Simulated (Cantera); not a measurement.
Input (Python, Cantera) and output of one run.

```python
import numpy as np
import cantera as ct

gas_names = """
    Fe FeO N NO NO2 NO3 N2 N2O O O2 O3 S SN SO SO2 SO3 S2 S2O S8
""".split()
cond_names = """
    Fe(a) Fe(c) Fe(d) Fe(L) FeO(s) FeO(L) FeS(a) FeS(b) FeS(c) FeS(L) FeSO4(s) FeS2(s) Fe2O3(s)
    Fe2S3O12(s) Fe3O4(s) S(cr1) S(cr2) S(L)
""".split()


# ... load() reads the species with a 1 bar reference pressure and builds the phases ...
atoms = {
    'FeS2': {'Fe': 1, 'S': 2},
    'O2': {'O': 2},
    'N2': {'N': 2},
    'SO3': {'S': 1, 'O': 3},
}
top_T = {'FeSO4(s)': 950, 'FeS2(s)': 1010, 'Fe2O3(s)': 1830, 'Fe2S3O12(s)': 1100, 'Fe3O4(s)': 1870}  # K; cautious upper limits of use, not melting points


# ... equilibrate(T, P, feed) seeds the gas with the atoms and calls Mixture.equilibrate('TP', solver="vcs", rtol=1e-11, max_steps=5000) ...
results = []
feed = {'FeS2': 1, 'O2': 2.8, 'N2': 4.2, 'SO3': 1.3}  # mol
P = 1000  # Pa
for T in [1325, 1350, 1375, 1400, 1425, 1450, 1475, 1500, 1525, 1550, 1575, 1600, 1625]:
    mix = equilibrate(T, P, feed)
    results.append((T, P, feed, dict(zip(mix.species_names, mix.species_moles))))
    x = sorted(zip(gas.X, gas.species_names), reverse=True)
    print(f"T = {T:g} K  P = {P:g} Pa  gas = {mix.phase_moles(0):.4g} mol")
    print("   x: " + "  ".join(f"{s} {v:.3e}" for v, s in x if v > 0.0001))
    print("   condensed (mol): " + ("  ".join(f"{mix.phase(i).name} {mix.phase_moles(i):.4g}"
          for i in range(1, mix.n_phases) if mix.phase_moles(i) > 1e-12) or "none"))
```

It prints:

```
T = 1325 K  P = 1000 Pa  gas = 8.195 mol
   x: N2 5.124e-01  SO2 4.015e-01  O2 8.470e-02  SO3 1.206e-03  NO 2.378e-04
   condensed (mol): Fe2O3(s) 0.5
T = 1350 K  P = 1000 Pa  gas = 8.196 mol
   x: N2 5.123e-01  SO2 4.016e-01  O2 8.476e-02  SO3 1.026e-03  NO 2.774e-04
   condensed (mol): Fe2O3(s) 0.5
T = 1375 K  P = 1000 Pa  gas = 8.196 mol
   x: N2 5.123e-01  SO2 4.017e-01  O2 8.480e-02  SO3 8.789e-04  NO 3.218e-04
   condensed (mol): Fe2O3(s) 0.5
T = 1400 K  P = 1000 Pa  gas = 8.197 mol
   x: N2 5.122e-01  SO2 4.018e-01  O2 8.483e-02  SO3 7.568e-04  NO 3.713e-04
   condensed (mol): Fe2O3(s) 0.5
T = 1425 K  P = 1000 Pa  gas = 8.197 mol
   x: N2 5.121e-01  SO2 4.019e-01  O2 8.485e-02  SO3 6.552e-04  NO 4.262e-04
   condensed (mol): Fe2O3(s) 0.5
T = 1450 K  P = 1000 Pa  gas = 8.281 mol
   x: N2 5.069e-01  SO2 3.979e-01  O2 9.404e-02  SO3 5.940e-04  NO 5.100e-04
   condensed (mol): Fe3O4(s) 0.3333
T = 1475 K  P = 1000 Pa  gas = 8.281 mol
   x: N2 5.069e-01  SO2 3.980e-01  O2 9.404e-02  NO 5.799e-04  SO3 5.194e-04
   condensed (mol): Fe3O4(s) 0.3333
T = 1500 K  P = 1000 Pa  gas = 8.282 mol
   x: N2 5.068e-01  SO2 3.980e-01  O2 9.403e-02  NO 6.567e-04  SO3 4.561e-04
   condensed (mol): Fe3O4(s) 0.3333
T = 1525 K  P = 1000 Pa  gas = 8.282 mol
   x: N2 5.068e-01  SO2 3.981e-01  O2 9.401e-02  NO 7.405e-04  SO3 4.023e-04
   condensed (mol): Fe3O4(s) 0.3333
T = 1550 K  P = 1000 Pa  gas = 8.282 mol
   x: N2 5.067e-01  SO2 3.981e-01  O2 9.398e-02  NO 8.317e-04  SO3 3.564e-04
   condensed (mol): Fe3O4(s) 0.3333
T = 1575 K  P = 1000 Pa  gas = 8.282 mol
   x: N2 5.066e-01  SO2 3.981e-01  O2 9.395e-02  NO 9.307e-04  SO3 3.169e-04
   condensed (mol): Fe3O4(s) 0.3333
T = 1600 K  P = 1000 Pa  gas = 8.282 mol
   x: N2 5.066e-01  SO2 3.981e-01  O2 9.391e-02  NO 1.038e-03  SO3 2.828e-04
   condensed (mol): Fe3O4(s) 0.3333
T = 1625 K  P = 1000 Pa  gas = 8.283 mol
   x: N2 5.065e-01  SO2 3.981e-01  O2 9.386e-02  NO 1.153e-03  SO3 2.533e-04
   condensed (mol): Fe3O4(s) 0.3333
```

Cantera equilibrium calculation (NASA polynomials, part measured and part estimated; ideal gas, pure solids and liquids).
